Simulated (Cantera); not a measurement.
## Transport properties of process gases

Gas mixture: 47.0 % N₂O, 53.0 % N₂, at 101000 Pa, frozen composition.

Cantera's kinetic-theory transport with the Lennard-Jones parameters of GRI-Mech 3.0, ideal gas; thermal conductivity in the multicomponent form. The composition is frozen, though it would react at the higher temperatures.

```json
[
 {"T (K)": "400", "ρ (kg/m³)": "1.08", "cp (J/kg/K)": "1002", "μ (µPa s)": "20.8", "λ (mW/m/K)": "29.0", "Pr": "0.719", "D (cm²/s) NH₃": "0.328", "D (cm²/s) H₂": "1.17", "D (cm²/s) C₂H₂": "0.243"},
 {"T (K)": "600", "ρ (kg/m³)": "0.722", "cp (J/kg/K)": "1090", "μ (µPa s)": "28.5", "λ (mW/m/K)": "42.8", "Pr": "0.725", "D (cm²/s) NH₃": "0.700", "D (cm²/s) H₂": "2.32", "D (cm²/s) C₂H₂": "0.501"},
 {"T (K)": "800", "ρ (kg/m³)": "0.541", "cp (J/kg/K)": "1162", "μ (µPa s)": "35.0", "λ (mW/m/K)": "56.0", "Pr": "0.727", "D (cm²/s) NH₃": "1.18", "D (cm²/s) H₂": "3.76", "D (cm²/s) C₂H₂": "0.826"},
 {"T (K)": "1000", "ρ (kg/m³)": "0.433", "cp (J/kg/K)": "1219", "μ (µPa s)": "40.9", "λ (mW/m/K)": "68.6", "Pr": "0.727", "D (cm²/s) NH₃": "1.75", "D (cm²/s) H₂": "5.45", "D (cm²/s) C₂H₂": "1.21"},
 {"T (K)": "1200", "ρ (kg/m³)": "0.361", "cp (J/kg/K)": "1256", "μ (µPa s)": "46.3", "λ (mW/m/K)": "80.0", "Pr": "0.727", "D (cm²/s) NH₃": "2.39", "D (cm²/s) H₂": "7.38", "D (cm²/s) C₂H₂": "1.65"},
 {"T (K)": "1400", "ρ (kg/m³)": "0.309", "cp (J/kg/K)": "1287", "μ (µPa s)": "51.3", "λ (mW/m/K)": "90.8", "Pr": "0.726", "D (cm²/s) NH₃": "3.12", "D (cm²/s) H₂": "9.53", "D (cm²/s) C₂H₂": "2.13"}
]
```
D: mixture-averaged diffusion coefficient of that species in the mixture.
